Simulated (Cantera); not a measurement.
# Equilibrium for hydrogen reduction and annealing atmospheres: V2O5 + H2

A closed system holds: 1 mol V2O5, 1.8 mol H2, held at 0.370 bar.

Method: chemical equilibrium by Gibbs-energy minimisation in Cantera with the NASA 1993 tables (ideal gas, pure condensed phases). Candidate condensed phases: H2O, V, VO, V2O3, V2O4, V2O5; 12 gas species. Mutual solubility and eutectic melting of coexisting phases are not modelled. Condensed phases not in the tables: the oxides between V2O3 and V2O5 other than VO2. Rates play no part.

```
T (°C)  x H2O     x H2      x OH     x VO2      x O2  n V2O3(s)  n V2O4(s)  n V2O4(l)
------  -----  -------  --------  --------  --------  ---------  ---------  ---------
1150    0.996  0.00359   3.94e-6   3.64e-8   8.52e-8      0.794      0.206          0
1200    0.996  0.00420   8.32e-6   1.32e-7   2.61e-7      0.792      0.208          0
1250    0.995  0.00487   1.67e-5   4.39e-7   7.40e-7      0.791      0.209          0
1300    0.994  0.00559   3.21e-5   1.35e-6   1.97e-6      0.790      0.210          0
1350    0.994  0.00637   5.92e-5   3.84e-6   4.93e-6      0.789      0.211          0
1400    0.993  0.00720  0.000105   1.03e-5   1.17e-5      0.787      0.213          0
1450    0.992  0.00808  0.000181   2.58e-5   2.64e-5      0.786      0.214          0
1500    0.991  0.00900  0.000303   6.14e-5   5.70e-5      0.784      0.216          0
1550    0.989   0.0102  0.000485  0.000137  0.000112      0.782          0      0.217
1600    0.985   0.0137  0.000693  0.000268  0.000150      0.776          0      0.223
```
x: gas mole fraction; n: condensed amount in mol.

From 1150 °C to 1500 °C the condensed part is V2O3(s) + V2O4(s). From 1550 °C to 1600 °C the condensed part is V2O3(s) + V2O4(l). The main V-bearing gas is VO2 throughout.
